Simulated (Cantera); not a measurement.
A closed system holds: 1 mol SiC, 0.064 mol C, 4.7 mol H₂, held at 11000 Pa.

Method: chemical equilibrium by Gibbs-energy minimisation in Cantera with the NASA 1993 tables (ideal gas, pure condensed phases). Candidate condensed phases: C, C₆H₆, C₇H₈, C₈H₁₈, Si, SiC; 87 gas species. Kinetics and transport are ignored. All values below are at 1875 K.

Base state: H₂ 0.998, H 0.00197, C₂H₂ (acetylene) 0.000316, CH₄ 6.63e-5 (mole fractions); condensed: C(graphite) + SiC(s).

**Question.** What changes in the equilibrium state with this change: SiC replaced by TiC?

**Answer.** 
```json
[
 {"species": "H₂", "before": "0.998", "after": "0.998"},
 {"species": "H", "before": "0.00197", "after": "0.00197"},
 {"species": "C₂H₂ (acetylene)", "before": "0.000316", "after": "0.000316"},
 {"species": "CH₄", "before": "6.63e-5", "after": "6.63e-5"},
 {"species": "C(graphite), mol", "before": "0.0607", "after": "0.0607"},
 {"species": "SiC(s), mol", "before": "1.000", "after": "0"},
 {"species": "TiC(s), mol", "before": "0", "after": "1.00"}
]
```
TiC: taken at fixed stoichiometry. Further candidate phases: Ti, TiC.

**Question.** What changes in the equilibrium state with this change: pressure from 11000 Pa to 1000 Pa?

**Answer.** 
| species | before | after |
|---|---|---|
| H₂ | 0.998 | 0.993 |
| H | 0.00197 | 0.00653 |
| C₂H₂ (acetylene) | 0.000316 | 0.000315 |
| CH₄ | 6.63e-5 | 5.98e-6 |
| Si | 2.76e-6 | 3.03e-5 |
| C(graphite), mol | 0.0607 | 0.0612 |
| SiC(s), mol | 1.000 | 1.000 |
